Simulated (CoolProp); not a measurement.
Computed with CoolProp (reference Helmholtz-energy equation of state, Platzer 1990). This equation is an older, rougher fit; its heat capacities, sound speeds and derivatives of the liquid may be far off and weren't checked against measurements.

Problem. For R13, give the phase and the viscosity (µPa s) at 291.7 K and 0.182 MPa.

Solution. 
- 291.7 K and 0.182 MPa: gas; viscosity 14.1

Viscosity comes from a separate model (Huber 2003), an estimate that may be off by 10 % or more.
